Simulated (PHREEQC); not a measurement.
PHREEQC input (Pitzer model, pitzer.dat):

```
SOLUTION 1
  temp 25
  units mol/kgw
  pH 7 charge
  B 0.176
  Na 0.902
  S(6) 0.017
  C(4) 0.39
END
USE solution 1
INCREMENTAL_REACTIONS false
REACTION 1
  H2O -1
  0 9.886 18.011 24.689 30.178 34.689 38.397 41.444
  43.949 46.007 47.699 49.089 50.232 51.172 moles
EQUILIBRIUM_PHASES 1
  Burkeite 0 0
  Mirabilite 0 0
  Nahcolite 0 0
  Natron 0 0
  Thenardite 0 0
  Trona 0 0
  Borax 0 0
  Boric_acid,s 0 0
  NaBO2:4H2O 0 0
  NaB5O8:5H2O 0 0
SELECTED_OUTPUT 1
  -reset false
  -pH true
  -pe true
  -ionic_strength true
  -water true
  -activities H2O
  -totals B C Na S
  -molalities H+ Na+ CO3-2 SO4-2 B(OH)3 OH- HCO3- CO2 HSO4- B(OH)4-
    B3O3(OH)4- B4O5(OH)4-2
  -equilibrium_phases Burkeite Mirabilite Nahcolite Natron Thenardite Trona Borax Boric_acid,s NaBO2:4H2O NaB5O8:5H2O
PRINT
  -reset false
END
```

Selected output (columns that matter, 14 of 14 rows; water left (kg) added in front):

```
water left (kg)	pH	mu	B	C	Na	S	m_H+	m_Na+	m_CO3-2	m_SO4-2	m_OH-	la_H2O	Natron	Borax
1	10.259	1.2359	0.176	0.39	0.902	0.017	1.272e-10	0.902	0.31511	0.017	0.00027701	-0.0086694	0	0
0.822067	10.252	1.5083	0.21409	0.47441	1.0972	0.02068	1.3607e-10	1.0972	0.38659	0.02068	0.00026996	-0.010308	0	0
0.675914	10.25	1.842	0.26039	0.577	1.3345	0.025151	1.4332e-10	1.3345	0.47524	0.025151	0.00026494	-0.012224	0	0
0.555875	10.255	2.2508	0.31662	0.7016	1.6227	0.030582	1.4834e-10	1.6227	0.58506	0.030582	0.00026148	-0.014473	0	0
0.457286	10.267	2.7509	0.38488	0.85286	1.9725	0.037176	1.5059e-10	1.9725	0.72077	0.037176	0.00025889	-0.01713	0	0
0.376332	10.284	3.3616	0.46767	1.0363	2.3968	0.045173	1.495e-10	2.3968	0.88793	0.045173	0.00025657	-0.020311	0	0
0.309488	10.32	4.0874	0.52773	1.2601	2.894	0.054929	1.4084e-10	2.894	1.0986	0.054929	0.00026174	-0.024072	0	0.0031686
0.254323	10.371	4.9552	0.56422	1.5335	3.4828	0.066844	1.2669e-10	3.4828	1.3613	0.066844	0.00027131	-0.028714	0	0.0081263
0.209008	10.426	6.0149	0.61072	1.866	4.1999	0.081337	1.1021e-10	4.1999	1.6828	0.081337	0.00027889	-0.034749	0	0.012089
0.17183	10.486	7.3083	0.67131	2.2697	5.0729	0.098935	9.131e-11	5.0729	2.0757	0.098935	0.00028577	-0.042802	0	0.015162
0.141345	10.555	8.8892	0.75469	2.7592	6.1363	0.12027	7.055e-11	6.1363	2.5557	0.12027	0.00029441	-0.053836	0	0.017332
0.100748	10.592	9.8976	0.8125	3.0341	6.812	0.16874	5.8896e-11	6.812	2.8272	0.16874	0.00030028	-0.061536	0.084318	0.023536
0.0533835	10.589	10.302	0.82279	3.0161	7.0804	0.31845	5.4421e-11	7.0804	2.8103	0.31845	0.00029932	-0.064463	0.22899	0.033019
0.0149191	10.595	12.764	0.91326	2.9882	8.712	1.1395	3.0495e-11	8.712	2.7911	1.1395	0.00030484	-0.084037	0.34542	0.040594
```

Complexes and solids missing from the database can't appear.
